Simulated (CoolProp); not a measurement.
Vapour-liquid equilibrium of carbon dioxide (1) + hydrogen sulfide (2) at 1680 kPa; x and y are mole fractions of (1).

Model: multi-fluid Helmholtz-energy mixture model, Span 1996 and Lemmon 2006; pair parameters Kunz 2012, in CoolProp.

Q: Give the bubble temperature and the first vapour's composition at x = 0.5, 0.8, 0.95. Is there an azeotrope?

A: x = 0.5: 255.5 K, y = 0.746; x = 0.8: 250.3 K, y = 0.874; x = 0.95: 248.5 K, y = 0.962. No azeotrope shows between x = 0.05 and 0.95.

Pair parameters are fitted to limited data, so mixtures are less certain than the pure fluids.
